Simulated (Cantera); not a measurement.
# CH3F + Si + H2 (fluorocarbon and chlorocarbon gases)

Input: 1 mol CH3F, a varied amount of Si, 0.25 mol H2, held at 3023.15 K and 0.0173 Torr.

Equilibrium computed with Cantera from the NASA thermochemical tables; the gas is ideal and each condensed phase is pure. Candidate condensed phases: C, C6H6, C7H8, C8H18, Si, SiC; 113 gas species. The tables' values for SiF, SiF2 are old estimates; treat these amounts as uncertain. Equilibrium is a limit: real reactors are often held back by kinetics, nucleation or transport.

From 0.012 mol Si to 0.47 mol Si nothing is condensed. The main Si-bearing gas is Si throughout.

```
n(Si) (mol)    x H    x F    x C     x Si    x HF     x C2     x C3
-----------  -----  -----  -----  -------  ------  -------  -------
0.012        0.639  0.172  0.162  0.00219  0.0136  0.00619  0.00359
0.017        0.638  0.172  0.162  0.00310  0.0136  0.00618  0.00358
0.026        0.637  0.171  0.162  0.00473  0.0135  0.00616  0.00356
0.04         0.636  0.171  0.161  0.00726  0.0135  0.00613  0.00354
0.06         0.633  0.170  0.161   0.0109  0.0134  0.00609  0.00350
0.09         0.630  0.169  0.160   0.0162  0.0132  0.00603  0.00345
0.14         0.624  0.168  0.159   0.0250  0.0130  0.00594  0.00337
0.21         0.616  0.165  0.157   0.0370  0.0127  0.00581  0.00326
0.31         0.606  0.162  0.155   0.0536  0.0122  0.00563  0.00311
0.47         0.589  0.158  0.151   0.0791  0.0115  0.00536  0.00289
```
x: gas mole fraction; nothing condenses.
